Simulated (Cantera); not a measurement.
Feed: 1 mol Si₂H₆, 0.31 mol O₂, 17 mol N₂, equilibrated at 0.0133 bar.

Cantera equilibrium calculation (NASA polynomials, part measured and part estimated; ideal gas, pure solids and liquids). Candidate condensed phases: H₂O, Si, SiO₂, Si₂N₂O, Si₃N₄; 35 gas species. The feed counts by its element totals alone. N₂ is the only nitrogen source here; it is nearly inert below about 1500 K, so the nitride shown seldom forms there in practice. Mutual solubility and eutectic melting of coexisting phases are not modelled. The tables' values for SiN are old estimates; treat these amounts as uncertain. Rates play no part.

log p: log10 of the partial pressure in bar; n: condensed amount in mol.

| T (K) | log p N₂ | log p H₂ | log p SiO | log p H | log p Si | log p Si₂N | log p SiH | n Si₂N₂O(s) | n Si₃N₄(s) | n Si(l) |
|---|---|---|---|---|---|---|---|---|---|---|
| 1300 | -1.95 | -2.67 | -9.96 | -7.29 | -13.27 | <-13 | -13.68 | 0.620 | 0.253 | 0 |
| 1375 | -1.95 | -2.67 | -8.69 | -6.80 | -11.75 | <-13 | -12.33 | 0.620 | 0.253 | 0 |
| 1450 | -1.95 | -2.67 | (withheld) | (withheld) | (withheld) | (withheld) | (withheld) | 0.620 | 0.253 | 0 |
| 1525 | -1.95 | -2.67 | -6.52 | -5.96 | -9.17 | -11.33 | -10.04 | 0.620 | 0.253 | 0 |
| 1600 | -1.95 | -2.67 | -5.60 | -5.60 | -8.06 | -9.92 | -9.06 | 0.616 | 0.255 | 0 |
| 1675 | -1.95 | -2.68 | -4.76 | -5.27 | -7.05 | -8.65 | -8.17 | 0.595 | 0.262 | 0 |
| 1750 | -1.95 | -2.68 | -3.99 | -4.97 | -6.13 | -7.48 | -7.35 | 0.474 | 0.301 | 0 |
| 1825 | -1.96 | -2.71 | -3.40 | (withheld) | (withheld) | (withheld) | (withheld) | 0 | 0 | 1.37 |
| 1900 | -1.96 | -2.72 | -3.40 | -4.46 | -4.90 | -6.19 | -6.32 | 0 | 0 | 1.36 |

**Question.** Complete the blanks.

**Answer.** 
- 1825, log p H: -4.71
- 1825, log p Si: -5.34
- 1825, log p Si₂N: -6.51
- 1825, log p SiH: -6.67
- 1450, log p SiO: -7.55
- 1450, log p H: -6.36
- 1450, log p Si: -10.39
- 1450, log p Si₂N: -12.89
- 1450, log p SiH: -11.13
